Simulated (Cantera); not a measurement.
A Cantera script and what it prints.

```python
import numpy as np
import cantera as ct

gas_names = """
    H H2 N NH NH2 NH3 N2 N2H2 N2H4 Zr ZrN
""".split()
cond_names = """
    Zr(a) Zr(b) Zr(L) ZrN(s) ZrN(L)
""".split()


# ... load() reads the species with a 1 bar reference pressure and builds the phases ...
atoms = {
    'Zr': {'Zr': 1},
    'NH3': {'N': 1, 'H': 3},
}
top_T = {}  # K; cautious upper limits of use, not melting points


# ... equilibrate(T, P, feed) seeds the gas with the atoms and calls Mixture.equilibrate('TP', solver="vcs", rtol=1e-11, max_steps=5000) ...
results = []
feed = {'Zr': 1, 'NH3': 11}  # mol
T = 1723.15  # K
P = 1000  # Pa
mix = equilibrate(T, P, feed)
results.append((T, P, feed, dict(zip(mix.species_names, mix.species_moles))))
print(gas.report(threshold=0.0001))
for i in range(1, mix.n_phases):
    print(f"{mix.phase(i).name:16s} {mix.phase_moles(i):12.5e} mol")
```

Output:

```
       temperature   1723.2 K
          pressure   1000 Pa
           density   0.00056226 kg/m^3
  mean mol. weight   8.0556 kg/kmol
   phase of matter   gas

                          1 kg             1 kmol
                     ---------------   ---------------
          enthalpy        5.5328e+06         4.457e+07  J
   internal energy        3.7543e+06        3.0243e+07  J
           entropy             29915        2.4099e+05  J/K
    Gibbs function       -4.6016e+07       -3.7069e+08  J
 heat capacity c_p            4184.3             33707  J/K
 heat capacity c_v            3152.2             25393  J/K

                      mass frac. Y      mole frac. X     chem. pot. / RT
                     ---------------   ---------------   ---------------
                 H        0.00019999         0.0015983           -11.944
                H2           0.19171           0.76603           -23.888
                N2           0.80809           0.23237           -32.514
     [   +8 minor]         2.374e-07        1.1235e-07

Zr(b)             0.00000e+00 mol
ZrN(s)            1.00000e+00 mol
```

Method: chemical equilibrium by Gibbs-energy minimisation in Cantera with the NASA 1993 tables (ideal gas, pure condensed phases). ZrN: taken at fixed stoichiometry.
